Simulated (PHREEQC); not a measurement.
0.014 g of hydrous ferric oxide (600 m²/g; 0.2 weak and 0.005 strong sites per Fe, Dzombak-Morel constants, diffuse double layer) in 1 kg of water with 0.3 mol/kgw of an inert sodium salt and 1.1e-06 mol CaCl2, at 25 °C; the pH is set by adding NaOH or the inert anion's acid. Oxygen alone is held at its pressure in air (log pO2 = -0.68). The system is closed to CO2. No solid was allowed to form.

The numbers come from PHREEQC with the ion-association model, wateq4f.dat.

```csv
pH,Ca sorbed (%),surface charge σ (C/m²),surface potential ψ (mV)
4,0.0,0.349,123
4.5,0.0,0.318,118
5,0.0,0.269,110
5.5,0.0,0.210,98
6,0.0,0.154,83
6.5,0.0,0.106,65
7,0.0,0.066,46
7.5,0.2,0.034,26
8,1.2,0.006,5
8.5,5.6,-0.021,-16
9,19.7,-0.050,-37
9.5,45.0,-0.083,-55
10,73.4,-0.124,-73
10.5,90.8,-0.174,-88
11,96.8,-0.229,-102
11.5,98.5,-0.281,-112
12,98.9,-0.317,-117
```

Species that the database lacks are ignored.
